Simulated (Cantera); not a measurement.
A closed system holds: 1 mol FeS, 0.11 mol SO2, 3.4 mol O2, at 0.870 bar.

Cantera equilibrium calculation (NASA polynomials, part measured and part estimated; ideal gas, pure solids and liquids). Candidate condensed phases: Fe, FeO, FeS, FeSO4, FeS2, Fe2O3, Fe2(SO4)3, Fe3O4, S; 12 gas species. Rates play no part.

log p: log10 of the partial pressure in bar; n: condensed amount in mol.

```csv
T (K),log p O2,log p SO2,log p SO3,log p O,log p SO,log p FeO,log p O3,n Fe2O3(s),n Fe2(SO4)3(s),n Fe3O4(s)
898,-0.08,-2.39,-1.59,-11.34,<-12,<-12,-11.96,0.143,0.357,0
1048,-0.31,…,…,…,…,<-12,…,0.500,0,0
1198,-0.29,-0.52,-1.25,-7.77,-9.48,<-12,-10.21,0.500,0,0
1348,-0.29,-0.48,-1.67,-6.53,-7.97,<-12,-9.50,0.500,0,0
1498,-0.29,-0.47,…,…,…,…,…,0.500,0,0
1648,-0.28,-0.46,-2.33,-4.74,-5.83,-9.09,-8.48,0.500,0,0
1798,-0.28,-0.47,-2.58,-4.06,-5.05,-7.50,-8.08,0,0,0.333
```

Question: Fill in the missing entries.

Answer: 
- 1498, log p SO3: -2.03
- 1498, log p O: -5.55
- 1498, log p SO: -6.79
- 1498, log p FeO: -11.09
- 1498, log p O3: -8.94
- 1048, log p SO2: -0.66
- 1048, log p SO3: -0.79
- 1048, log p O: -9.35
- 1048, log p SO: -11.49
- 1048, log p O3: -11.13
